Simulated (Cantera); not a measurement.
A Cantera script and what it prints.

```python
import numpy as np
import cantera as ct

gas_names = """
    C CH CH2 CH3 CH2OH CH3O CH4 CH3OH CN CO CO2 COOH C2 C2H CHCO,ketyl C2H2,acetylene C2H2,vinylidene
    CH2CO,ketene C2H3,vinyl CH3CN CH3CO,acetyl C2H4 C2H4O,ethylen CH3CHO,ethanal CH3COOH (HCOOH)2 C2H5
    C2H6 CH3OCH3 C2H5OH CCN CNC C2N2 C2O C3 C3H3,propargyl C3H4,allene C3H4,propyne C3H4,cyclo-
    C3H5,allyl C3H6,propylene C3H6,cyclo- C3H6O C3H7,n-propyl C3H7,i-propyl C3H8 C3H8O,1propanol
    C3H8O,2propanol C3O2 C4 C4H2 C4H4,1,3-cyclo- C4H6,butadiene C4H6,2-butyne C4H6,cyclo- C4H8,1-butene
    C4H8,cis2-buten C4H8,tr2-butene C4H8,isobutene C4H8,cyclo- (CH3COOH)2 C4H9,n-butyl C4H9,i-butyl
    C4H9,s-butyl C4H9,t-butyl C4H10,isobutane C4H10,n-butane C4N2 C5 C5H6,1,3cyclo- C5H8,cyclo-
    C5H10,1-pentene C5H10,cyclo- C5H11,pentyl C5H11,t-pentyl C5H12,n-pentane C5H12,i-pentane
    CH3C(CH3)2CH3 C6H2 C6H5,phenyl C6H5O,phenoxy C6H6 C6H5OH,phenol C6H10,cyclo- C6H12,1-hexene
    C6H12,cyclo- C6H13,n-hexyl C7H7,benzyl C7H8 C7H8O,cresol C7H14,1-heptene C7H15,n-heptyl
    C7H16,n-heptane C8H8,styrene C8H10,ethylbenz C8H16,1-octene C8H17,n-octyl C8H18,isooctane
    C8H18,n-octane C9H19,n-nonyl C10H8,naphthale C10H21,n-decyl C12H9,o-bipheny C12H10,bipheny Fe FeC5O5
    FeO Fe(OH)2 H HCN HCO HCCN HNC HNCO HNO HNO2 HNO3 HO2 H2 HCHO,formaldehy HCOOH H2O H2O2 N NCO NH NH2
    NH3 NH2OH NO NO2 NO3 N2 N2H2 N2H4 N2O O OH O2 O3
""".split()
cond_names = """
    C(gr) C6H6(L) C7H8(L) C8H18(L),n-octa Fe(a) Fe(c) Fe(d) Fe(L) FeC5O5(L) FeO(s) FeO(L) Fe(OH)2(s)
    Fe(OH)3(s) Fe2O3(s) Fe3O4(s) H2O(s) H2O(L)
""".split()


def load(file, names, dense=False):
    # The tables refer to 1 bar. Condensed volumes are neglected.
    table = {s.name: s for s in ct.Species.list_from_file(file)}
    out = []
    for n in names:
        d = dict(table[n].input_data)
        d["thermo"] = dict(d["thermo"], **{"reference-pressure": 1e5})
        if dense:
            d["equation-of-state"] = {"model": "constant-volume", "density": "1e6 g/cm^3"}
        out.append(ct.Species.from_dict(d))
    return out


gas = ct.Solution(thermo="ideal-gas", species=load("nasa_gas.yaml", gas_names))
cond = {s.name: ct.Solution(thermo="fixed-stoichiometry", species=[s], name=s.name)
        for s in load("nasa_condensed.yaml", cond_names, dense=True)}
atoms = {
    'Fe(CO)5': {'Fe': 1, 'C': 5, 'O': 5},
    'H2': {'H': 2},
    'N2': {'N': 2},
}
top_T = {'C(gr)': 4500, 'Fe2O3(s)': 1830, 'Fe3O4(s)': 1870}  # K; cautious upper limits of use, not melting points


def equilibrate(T, P, feed):
    n = {}
    for name, mol in feed.items():
        for a, k in atoms[name].items():
            n[a] = n.get(a, 0.0) + k * mol
    gas.TPX = T, P, n
    mass = sum(n.values()) * gas.mean_molecular_weight
    gas.equilibrate("TP")
    valid = [c for c in cond.values() if c.min_temp <= T <= top_T.get(c.name, c.max_temp)]
    mix = ct.Mixture([(gas, mass / gas.mean_molecular_weight)] + [(c, 0.0) for c in valid])
    mix.T, mix.P = T, P
    mix.equilibrate("TP", solver="vcs", rtol=1e-11, max_steps=5000)
    return mix


results = []
feed = {'Fe(CO)5': 1, 'H2': 0.066, 'N2': 36}  # mol
P = 100000  # Pa
for T in [1000, 1050, 1100, 1150, 1200, 1250, 1300, 1350, 1400, 1450, 1500, 1550, 1600]:
    mix = equilibrate(T, P, feed)
    results.append((T, P, feed, dict(zip(mix.species_names, mix.species_moles))))

top = {s: max(r[3][s] / sum(r[3][g] for g in gas_names) for r in results) for s in gas_names}
cols = sorted((s for s in top if top[s] > 1e-05), key=lambda s: -top[s])[:5]
seen = [c for c in cond_names if any(r[3].get(c, 0) > 1e-12 for r in results)]
print("log10 of partial pressures in bar; condensed amounts in mol")
print(f"{'T/K':>10s}" + "".join(f"{s[:9]:>10s}" for s in cols + seen))
for T, P, feed, n in results:
    ng = sum(n[g] for g in gas_names)
    print(f"{T:10.4g}" + "".join(f"{np.log10(max(n[s] / ng * P / 1e5, 1e-99)):10.3f}" for s in cols)
          + "".join(f"{n.get(c, 0):10.4g}" for c in seen))
```

Output:

```
log10 of partial pressures in bar; condensed amounts in mol
       T/K        N2        CO       CO2        H2       H2O     C(gr)     Fe(a)     Fe(c)
      1000    -0.054    -0.962    -2.171    -2.809    -4.175    0.2778         1         0
      1050    -0.056    -0.934    -2.539    -2.802    -4.477    0.1197         1         0
      1100    -0.057    -0.923    -2.900    -2.798    -4.770   0.05225         1         0
      1150    -0.057    -0.918    -3.241    -2.796    -5.044   0.02388         1         0
      1200    -0.057    -0.916    -3.556    -2.796    -5.298   0.01149         0         1
      1250    -0.057    -0.915    -3.848    -2.795    -5.533  0.005755         0         1
      1300    -0.057    -0.915    -4.116    -2.795    -5.751  0.002892         0         1
      1350    -0.057    -0.915    -4.365    -2.796    -5.953  0.001312         0         1
      1400    -0.057    -0.915    -4.595    -2.797    -6.140  0.000301         0         1
      1450    -0.057    -0.915    -4.688    -2.797    -6.194         0         0         1
      1500    -0.057    -0.915    -4.709    -2.797    -6.178         0         0         1
      1550    -0.057    -0.915    -4.727    -2.797    -6.163         0         0         1
      1600    -0.057    -0.915    -4.744    -2.797    -6.149         0         0         1
```

Method: chemical equilibrium by Gibbs-energy minimisation in Cantera with the NASA 1993 tables (ideal gas, pure condensed phases). Condensed phases not in the tables: cementite and carbon dissolved in iron.
